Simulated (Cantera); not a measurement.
An isothermal, constant-pressure homogeneous reactor starts with 2.15 % C3H8, 90.3 % H2, 7.53 % H2O, at 1325 K and 0.987 atm.

Cantera simulation using GRI-Mech 3.0 (53 species, 325 reactions); the numbers are that mechanism's predictions, not measurements. GRI-Mech 3.0 was tuned for natural gas; its chemistry of propane as a main component is partial and can be far from experiment.

Predict: x(C3H8) at 30.0 s; x(H2) at 30.0 s; x(CH4) at 30.0 s; x(CH3) at 30.0 s; x(C2H6) at 30.0 s.


```
Property                                             Result
-----------------  ----------------------------------------
x(C3H8) at 30.0 s    2.41e-9 (gas-phase equilibrium <1e-12)
x(H2) at 30.0 s         0.861 (gas-phase equilibrium 0.933)
x(CH4) at 30.0 s    0.0637 (gas-phase equilibrium 0.000230)
x(CH3) at 30.0 s    2.23e-6 (gas-phase equilibrium 7.72e-9)
x(C2H6) at 30.0 s  7.31e-6 (gas-phase equilibrium 8.76e-11)
```
